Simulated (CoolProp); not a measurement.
Vapour-liquid equilibrium of R125 (1) + R1234yf (2) at 0.0401 bar; x and y are mole fractions of (1).

The numbers come from the multi-fluid Helmholtz-energy mixture model, Lemmon 2005 and Lemmon 2022; pair parameters Bell 2023 in CoolProp.

Task: Give the bubble temperature and the first vapour's composition at x = 0.125, 0.575, 0.65. Is there an azeotrope?

Result: x = 0.125: 186.5 K, y = 0.301; x = 0.575: 179.9 K, y = 0.805; x = 0.65: 179.1 K, y = 0.850. No azeotrope shows between x = 0.05 and 0.95.

Pair parameters are fitted to limited data, so mixtures are less certain than the pure fluids.
